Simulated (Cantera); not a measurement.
A Cantera script and what it prints.

```python
import numpy as np
import cantera as ct

gas_names = """
    H H2 N NH NH2 NH3 N2 N2H2 N2H4 Ni
""".split()
cond_names = """
    Ni(cr) Ni(L)
""".split()


# ... load() reads the species with a 1 bar reference pressure and builds the phases ...
atoms = {
    'Ni': {'Ni': 1},
    'NH3': {'N': 1, 'H': 3},
    'H2': {'H': 2},
}
top_T = {}  # K; cautious upper limits of use, not melting points


# ... equilibrate(T, P, feed) seeds the gas with the atoms and calls Mixture.equilibrate('TP', solver="vcs", rtol=1e-11, max_steps=5000) ...
results = []
feed = {'Ni': 1, 'NH3': 2.2, 'H2': 110}  # mol
P = 101325  # Pa
for T in [1448, 1523, 1598, 1673, 1748, 1823, 1898]:
    mix = equilibrate(T, P, feed)
    results.append((T, P, feed, dict(zip(mix.species_names, mix.species_moles))))

top = {s: max(r[3][s] / sum(r[3][g] for g in gas_names) for r in results) for s in gas_names}
cols = sorted((s for s in top if top[s] > 0.0001), key=lambda s: -top[s])[:8]
seen = [c for c in cond_names if any(r[3].get(c, 0) > 1e-12 for r in results)]
print("log10 of partial pressures in bar; condensed amounts in mol")
print(f"{'T/K':>10s}" + "".join(f"{s[:9]:>10s}" for s in cols + seen))
for T, P, feed, n in results:
    ng = sum(n[g] for g in gas_names)
    print(f"{T:10.4g}" + "".join(f"{np.log10(max(n[s] / ng * P / 1e5, 1e-99)):10.3f}" for s in cols)
          + "".join(f"{n.get(c, 0):10.4g}" for c in seen))
```

Result:

```
log10 of partial pressures in bar; condensed amounts in mol
       T/K        H2        N2         H    Ni(cr)     Ni(L)
      1448     0.002    -2.011    -5.035         1         0
      1523     0.002    -2.011    -4.635         1         0
      1598     0.001    -2.011    -4.273         1         0
      1673     0.001    -2.011    -3.943    0.9998         0
      1748     0.001    -2.011    -3.640         0    0.9993
      1823     0.001    -2.011    -3.363         0    0.9979
      1898     0.001    -2.012    -3.106         0    0.9941
```

These are equilibrium values from Cantera (NASA tables, ideal gas, pure condensed phases), not measurements of a reactor.
